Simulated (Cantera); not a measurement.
An isothermal, constant-pressure homogeneous reactor starts with H2 : O2 = 0.022 : 1 (molar parts), at 950 K and 5.70 Torr.

Computed with Cantera and the H2/O2 subset of GRI-Mech 3.0, which has no nitrogen chemistry. Radical loss at walls, strong at low pressure, is not modelled.

x: mole fraction; the columns are a selection and need not sum to one.

| t (s) | x H2 | x O2 | x H2O2 | x OH | x O |
|---|---|---|---|---|---|
| 1.00e-6 | 0.0215 | 0.978 | <1e-12 | <1e-12 | <1e-12 |
| 3.63e-6 | 0.0215 | 0.978 | <1e-12 | <1e-12 | <1e-12 |
| 1.32e-5 | 0.0215 | 0.978 | <1e-12 | <1e-12 | <1e-12 |
| 4.80e-5 | 0.0215 | 0.978 | <1e-12 | <1e-12 | <1e-12 |
| 0.000174 | 0.0215 | 0.978 | <1e-12 | <1e-12 | 1.07e-12 |
| 0.000634 | 0.0215 | 0.978 | <1e-12 | 7.89e-12 | 1.08e-11 |
| 0.00230 | 0.0215 | 0.978 | <1e-12 | 6.65e-11 | 1.29e-10 |
| 0.00837 | 0.0215 | 0.978 | <1e-12 | 8.03e-9 | 1.74e-8 |
| 0.0304 | 0.00570 | 0.969 | ___ | 0.00147 | 0.00694 |
| 0.110 | 0.000108 | 0.973 | ___ | 0.000368 | 0.00448 |
| 0.401 | 1.47e-5 | 0.977 | ___ | 0.000131 | 0.000686 |
| 1.46 | 1.24e-6 | 0.978 | ___ | 3.99e-5 | 6.43e-5 |
| 5.30 | 1.06e-7 | 0.978 | ___ | 1.25e-5 | 6.23e-6 |
| 19.3 | 1.23e-8 | 0.978 | ___ | 4.56e-6 | 8.18e-7 |
| 70.0 | 2.01e-9 | 0.978 | 5.48e-10 | 1.92e-6 | 1.45e-7 |

**Question.** Some entries are withheld; supply them.

**Answer.** 
- 0.0304, x H2O2: 1.22e-7
- 0.110, x H2O2: 2.25e-8
- 0.401, x H2O2: 1.90e-8
- 1.46, x H2O2: 1.24e-8
- 5.30, x H2O2: 5.35e-9
- 19.3, x H2O2: 1.79e-9
